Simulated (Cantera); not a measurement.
A closed system holds: 1 mol Fe₃O₄, 1.5 mol CH₄, 0.025 mol CO, at 0.570 bar.

These are equilibrium values from Cantera (NASA tables, ideal gas, pure condensed phases), not measurements of a reactor. Candidate condensed phases: C, C₆H₆, C₇H₈, C₈H₁₈, Fe, Fe(CO)₅, FeO, Fe(OH)₂, Fe(OH)₃, Fe₂O₃, Fe₃O₄, H₂O; 114 gas species. Mutual solubility and eutectic melting of coexisting phases are not modelled. The tables' stoichiometric FeO is somewhat more stable than real wüstite, so its field is too wide. FeO: taken at fixed stoichiometry. The numbers say what is thermodynamically allowed, not how fast it happens.

Problem. Which condensed phases are stable at each of these points (T (°C)): 727, 802, 877, 952, 1027, 1102, 1177, 1252, 1327?

Solution. 
```
T (°C)  condensed phases  Fe condensed (%)
------  ----------------  ----------------
727       Fe(α) + FeO(s)             100.0
802       Fe(α) + FeO(s)             100.0
877       Fe(α) + FeO(s)             100.0
952       Fe(γ) + FeO(s)             100.0
1027      Fe(γ) + FeO(s)             100.0
1102      Fe(γ) + FeO(s)             100.0
1177      Fe(γ) + FeO(s)             100.0
1252      Fe(γ) + FeO(s)             100.0
1327      Fe(γ) + FeO(s)             100.0
```

From 727 °C to 877 °C the condensed part is Fe(α) + FeO(s). From 952 °C to 1327 °C the condensed part is Fe(γ) + FeO(s).
